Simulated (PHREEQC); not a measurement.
Make-up at 20 °C: 0.036 mol NH4HF2, 0.043 mol H2SiF6, 0.0045 mol HBF4 and 4.4e-05 mol HCl per kg of water. Closed to the air; pH follows from the charge balance.

Computed with PHREEQC (ion-association model, phreeqc.dat).

Each row changes one thing in this solution. This is a speciation only: nothing precipitates in the calculation.

```csv
case,pH,ionic strength (mol/kgw),F- (mol/kgw),HF2- (mol/kgw),H4SiO4 (mol/kgw),NH3 (mol/kgw),SI of Quartz (SiO2)
as made,1.34,0.136,0.00154,0.000393,5.95e-10,2.17e-10,-5.15
HCl from 4.4e-05 to 0.00044 mol/kgw,[?],0.136,0.00153,0.000391,6.01e-10,2.16e-10,-5.15
temperature from 20 to 85 °C,1.36,[?],0.000485,0.000147,0.000131,1.04e-8,-0.62
HBF4 left out,1.37,0.131,0.00166,0.000421,5.27e-10,2.36e-10,-5.21
H2SiF6 from 0.043 to 0.0215 mol/kgw,1.85,0.0745,0.00436,0.00105,5.50e-11,7.64e-10,[?]
```

Fill in the missing entries.


- HCl from 4.4e-05 to 0.00044 mol/kgw, pH: 1.33
- temperature from 20 to 85 °C, ionic strength (mol/kgw): 0.134
- H2SiF6 from 0.043 to 0.0215 mol/kgw, SI of Quartz (SiO2): -6.19

At this temperature some constants are extrapolated from 25 °C, and those without enthalpy data are left unchanged. SiF6-2 is the database's only silicon fluoride. Real BF4- forms and hydrolyses slowly; the run takes it at equilibrium.
